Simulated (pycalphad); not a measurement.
Computed with pycalphad from the COST 507 light-alloy database (1999), at 1 atm. The data set is of 1999 and partly superseded. Phase fractions are per mole of atoms.

Q: Give the equilibrium state of Mg-1.113Si-5.512Al (wt.%) at 800 K.

A: HCP_A3, fraction 0.971, with <0.01 Si, 5.7 Al wt.%; MG2SI, fraction 0.029, with 36.6 Si, no Al wt.%.

Q: Give the equilibrium state of Mg-1.113Si-5.512Al (wt.%) at 475 K.

A: 
```
T = 475.00 K, P = 101325 Pa, N = 1 mol of atoms
G = -17487 J/mol, H = 4075 J/mol, S = 45.39 J/(mol K)  (SER reference)
chemical potentials (J/mol): Mg -16753, Si -70837, Al -20939
phase             fraction      x(Mg)      x(Si)      x(Al)
HCP_A3              0.9113     0.9721   5.35e-11     0.0279
ALMG_GAMMA          0.0596     0.5869       none     0.4131
MG2SI               0.0291     0.6667     0.3333       none
```

Database names, with the compositions (at.%) that they take in these runs: MG2SI: Mg 67 Si 33; ALMG_GAMMA: Mg 59 Al 41. HCP_A3 is hcp. An entry "none" or "no" means that the model of the phase leaves that element out.
